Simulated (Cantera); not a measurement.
Feed: 1 mol B2O3, 2.7 mol NH3, 1.5 mol H2, equilibrated at 20.3 Torr.

Cantera equilibrium calculation (NASA polynomials, part measured and part estimated; ideal gas, pure solids and liquids). Candidate condensed phases: B, BN, B2O3, B3O3H3, H2O; 39 gas species. Mutual solubility and eutectic melting of coexisting phases are not modelled. The numbers say what is thermodynamically allowed, not how fast it happens.

Which condensed phases are stable at each of these points (T (°C)): 625, 775, 925, 1075, 1225, 1375, 1525, 1675, 1825, 1975, 2125?


```
T (°C)  condensed phases  B condensed (%)
------  ----------------  ---------------
625      BN(s) + B2O3(l)            100.0
775      BN(s) + B2O3(l)            100.0
925      BN(s) + B2O3(l)             99.9
1075     BN(s) + B2O3(l)             99.5
1225     BN(s) + B2O3(l)             97.1
1375             B2O3(l)             79.4
1525            gas only              0.0
1675            gas only              0.0
1825            gas only              0.0
1975            gas only              0.0
2125            gas only              0.0
```

From 625 °C to 1225 °C the condensed part is BN(s) + B2O3(l). At 1375 °C the condensed part is B2O3(l). From 1525 °C to 2125 °C nothing is condensed.
